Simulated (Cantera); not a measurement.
## Low-pressure radical oxidation in H2/O2

An isothermal, constant-pressure homogeneous reactor starts with 1.22 % H2, 23.0 % O2, 75.8 % N2, equivalence ratio 0.026, at 1125 K and 0.00987 atm.

Model: GRI-Mech 3.0 (53 species, 325 reactions), integrated in Cantera. Radical loss at walls, strong at low pressure, is not modelled.

```csv
t (s),x H2,x O2,x N2O,x NO,x H,x H2O2
0.000400,0.0122,0.230,<1e-12,<1e-12,1.21e-10,<1e-12
0.00106,0.0122,0.230,<1e-12,<1e-12,3.27e-10,<1e-12
0.00283,0.0122,0.230,<1e-12,<1e-12,2.11e-9,<1e-12
0.00752,0.0122,0.230,<1e-12,<1e-12,1.89e-7,5.05e-12
0.0200,0.00336,0.224,2.59e-10,1.67e-9,0.00261,5.46e-8
0.0532,0.000191,0.221,3.88e-9,4.87e-8,0.00190,1.33e-8
0.141,0.000140,0.222,6.65e-9,1.21e-7,0.00116,1.39e-8
0.376,6.91e-5,0.224,8.40e-9,1.78e-7,0.000386,1.42e-8
1.00,1.89e-5,0.225,1.06e-8,1.93e-7,5.43e-5,1.22e-8
```
x: mole fraction; the columns are a selection and need not sum to one.

Equilibrium at this temperature and pressure: H2 6.27e-10, O2 0.225, N2O 7.88e-10, NO 0.000109, H 1.12e-11, H2O2 6.81e-12 (gas phase only).
